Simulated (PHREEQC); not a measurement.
A solution holds 0.25 mol/kgw Na2SO4 and 0.09 mol/kgw FeCl2, at 20 °C. Closed to the air; pH follows from the charge balance.

The numbers come from PHREEQC with the ion-association model with the Davies equation for every ion, phreeqc.dat.

No solid was allowed to form.

**Question.** Estimate the pH, activity of water.

**Answer.** pH 6.16; activity of water 0.985.

**Question.** In which forms is Fe present?

**Answer.** FeSO4 60 %, Fe+2 37 %, FeCl+ 2.8 % of the Fe.
